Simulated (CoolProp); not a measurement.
Properties of sulfur hexafluoride at several states.

Computed with CoolProp (reference Helmholtz-energy equation of state, Guder 2009).

| T (K) | p (kPa) | phase | cp (kJ/(kg K)) | speed of sound (m/s) | expansivity (1/kK) | Prandtl number | fugacity coefficient |
|---|---|---|---|---|---|---|---|
| 260.1 | 753 | gas | 0.6882 | 111.9 | 6.620 | 0.899 | 0.8702 |
| 395.9 | 19.8 | gas | 0.7934 | 155.7 | 2.534 | 0.766 | 0.9992 |
| 599.6 | 8720 | supercritical | 0.9828 | 193.0 | 2.208 | 0.727 | 0.9628 |

Viscosity comes from a separate model (Quiñones-Cisneros 2012). Thermal conductivity comes from a separate model (Assael 2012).
